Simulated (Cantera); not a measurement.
Input (Python, Cantera) and output of one run.

```python
import numpy as np
import cantera as ct

gas_names = """
    CL CL2 H HCL H2 Si SiCL SiCL2 SiCL3 SiCL4 SiH SiHCL3 SiH2 SiH2CL2 SiH3 SiH3CL SiH4 Si2 Si3
""".split()
cond_names = """
    Si(cr) Si(L)
""".split()


# ... load() reads the species with a 1 bar reference pressure and builds the phases ...
atoms = {
    'Si': {'Si': 1},
    'HCl': {'H': 1, 'CL': 1},
}
top_T = {}  # K; cautious upper limits of use, not melting points


# ... equilibrate(T, P, feed) seeds the gas with the atoms and calls Mixture.equilibrate('TP', solver="vcs", rtol=1e-11, max_steps=5000) ...
results = []
feed = {'Si': 1, 'HCl': 6.1}  # mol
P = 180  # Pa
for T in [500, 550, 600, 650, 700, 750, 800, 850, 900, 950, 1000, 1050, 1100, 1150]:
    mix = equilibrate(T, P, feed)
    results.append((T, P, feed, dict(zip(mix.species_names, mix.species_moles))))
    x = sorted(zip(gas.X, gas.species_names), reverse=True)
    print(f"T = {T:g} K  P = {P:g} Pa  gas = {mix.phase_moles(0):.4g} mol")
    print("   x: " + "  ".join(f"{s} {v:.3e}" for v, s in x if v > 1e-06))
    print("   condensed (mol): " + ("  ".join(f"{mix.phase(i).name} {mix.phase_moles(i):.4g}"
          for i in range(1, mix.n_phases) if mix.phase_moles(i) > 1e-12) or "none"))
```

It prints:

```
T = 500 K  P = 180 Pa  gas = 5.1 mol
   x: HCL 4.118e-01  H2 3.922e-01  SiCL4 1.961e-01
   condensed (mol): none
T = 550 K  P = 180 Pa  gas = 5.1 mol
   x: HCL 4.118e-01  H2 3.922e-01  SiCL4 1.961e-01  SiHCL3 1.414e-06
   condensed (mol): none
T = 600 K  P = 180 Pa  gas = 5.1 mol
   x: HCL 4.118e-01  H2 3.922e-01  SiCL4 1.961e-01  SiHCL3 5.134e-06
   condensed (mol): none
T = 650 K  P = 180 Pa  gas = 5.1 mol
   x: HCL 4.118e-01  H2 3.921e-01  SiCL4 1.961e-01  SiHCL3 1.517e-05
   condensed (mol): none
T = 700 K  P = 180 Pa  gas = 5.1 mol
   x: HCL 4.118e-01  H2 3.921e-01  SiCL4 1.960e-01  SiHCL3 3.815e-05
   condensed (mol): none
T = 750 K  P = 180 Pa  gas = 5.1 mol
   x: HCL 4.118e-01  H2 3.921e-01  SiCL4 1.960e-01  SiHCL3 8.444e-05
   condensed (mol): none
T = 800 K  P = 180 Pa  gas = 5.1 mol
   x: HCL 4.119e-01  H2 3.920e-01  SiCL4 1.959e-01  SiHCL3 1.685e-04  SiCL3 4.394e-06
   condensed (mol): none
T = 850 K  P = 180 Pa  gas = 5.1 mol
   x: HCL 4.121e-01  H2 3.918e-01  SiCL4 1.957e-01  SiHCL3 3.088e-04  SiCL3 2.082e-05
   condensed (mol): none
T = 900 K  P = 180 Pa  gas = 5.1 mol
   x: HCL 4.124e-01  H2 3.916e-01  SiCL4 1.955e-01  SiHCL3 5.272e-04  SiCL3 8.260e-05  SiCL2 1.664e-06
   condensed (mol): none
T = 950 K  P = 180 Pa  gas = 5.101 mol
   x: HCL 4.129e-01  H2 3.911e-01  SiCL4 1.949e-01  SiHCL3 8.467e-04  SiCL3 2.820e-04  SiCL2 1.362e-05
   condensed (mol): none
T = 1000 K  P = 180 Pa  gas = 5.103 mol
   x: HCL 4.139e-01  H2 3.902e-01  SiCL4 1.938e-01  SiHCL3 1.287e-03  SiCL3 8.450e-04  SiCL2 8.925e-05
   condensed (mol): none
T = 1050 K  P = 180 Pa  gas = 5.108 mol
   x: HCL 4.162e-01  H2 3.881e-01  SiCL4 1.912e-01  SiCL3 2.246e-03  SiHCL3 1.851e-03  SiCL2 4.782e-04  SiH2CL2 2.042e-06
   condensed (mol): none
T = 1100 K  P = 180 Pa  gas = 5.124 mol
   x: HCL 4.218e-01  H2 3.831e-01  SiCL4 1.853e-01  SiCL3 5.283e-03  SiHCL3 2.482e-03  SiCL2 2.096e-03  SiH2CL2 3.985e-06
   condensed (mol): none
T = 1150 K  P = 180 Pa  gas = 5.165 mol
   x: HCL 4.349e-01  H2 3.715e-01  SiCL4 1.726e-01  SiCL3 1.073e-02  SiCL2 7.301e-03  SiHCL3 2.994e-03  SiH2CL2 6.518e-06  CL 1.105e-06  H 1.072e-06
   condensed (mol): none
```

Method: chemical equilibrium by Gibbs-energy minimisation in Cantera with the NASA 1993 tables (ideal gas, pure condensed phases). The tables' values for SiCl3 are old estimates; treat these amounts as uncertain.
